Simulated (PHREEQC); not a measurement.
Solution (30 °C): 0.0023 mol/kgw NaH2PO4 and 0.13 mol/kgw HF. Closed to the air; pH follows from the charge balance.

The numbers come from PHREEQC with the ion-association model, phreeqc.dat.

The pH is 2.02. The ionic strength is 0.0129 mol/kgw and the total alkalinity comes out as -130 meq/kg.

```
species  molality  activity   log γ
-------  --------  --------  ------
HF          0.114     0.115   0.001
H+         0.0106   0.00960  -0.044
F-        0.00819   0.00728  -0.052
HF2-      0.00373   0.00332  -0.050
Na+       0.00229   0.00204  -0.050
H3PO4     0.00131   0.00132   0.001
H2PO4-   0.000985  0.000880  -0.049
NaF       8.53e-6   8.56e-6   0.001
HPO4-2    9.21e-9   5.85e-9  -0.197
```

Precipitation was switched off in this run. Species that the database lacks are ignored.
